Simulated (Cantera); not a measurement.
Thermodynamics of iron carbonyl, mercury and lead vapours, feed PbO + N₂

Feed: 1 mol PbO, 43 mol N₂.

Equilibrium computed with Cantera from the NASA thermochemical tables; the gas is ideal and each condensed phase is pure. Candidate condensed phases: Pb, PbO, PbO₂, Pb₃O₄; 12 gas species. Equilibrium is a limit: real reactors are often held back by kinetics, nucleation or transport.

Stable condensed phases:

```
T in K \ P in Pa
              10      52     270    1400    7200   37000  190000 1000000
   1600        A       A       A       A       A       A       B       B
   1500        A       A       A       A       A       A       B       B
   1400        A       A       A       A       A       B       B       B
   1300        A       A       A       A       B       B       B       B
   1200        A       A       A       B       B       B       B       B
   1100        A       B       B       B       B       B       B       B
   1000        B       B       B       B       B       B       B       B
    900        B       B       B       B       B       B       B       B
    800        B       B       B       B       B       B       B       B
    700        B       B       B       B       B       B       B       B
    600        B       B       B       B       B       B       B       B
    500        B       B       B       B       B       B       B       B
```

A: gas only; B: PbO.
